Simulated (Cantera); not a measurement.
Charge: 1 mol SiH₂Cl₂, 0.017 mol CH₄, a varied amount of H₂, equilibrated at 750 °C and 0.975 Torr.

Cantera equilibrium calculation (NASA polynomials, part measured and part estimated; ideal gas, pure solids and liquids). Candidate condensed phases: C, C₆H₆, C₇H₈, C₈H₁₈, Si, SiC; 109 gas species. Mutual solubility and eutectic melting of coexisting phases are not modelled. Rates play no part.

Question: What share of the Si ends up in condensed phases as a function of n(H₂) (mol), at 1.3, 1.7, 2.2, 3, 4, 5.3, 7, 9.4, 12, 17, 22, 29?

Answer: 
```tsv
n(H₂) (mol)	Si condensed (%)	as
1.3	52.0	Si(s) + SiC(s)
1.7	52.4	Si(s) + SiC(s)
2.2	53.0	Si(s) + SiC(s)
3	53.8	Si(s) + SiC(s)
4	54.9	Si(s) + SiC(s)
5.3	56.1	Si(s) + SiC(s)
7	57.7	Si(s) + SiC(s)
9.4	59.8	Si(s) + SiC(s)
12	61.8	Si(s) + SiC(s)
17	65.3	Si(s) + SiC(s)
22	68.5	Si(s) + SiC(s)
29	72.2	Si(s) + SiC(s)
```
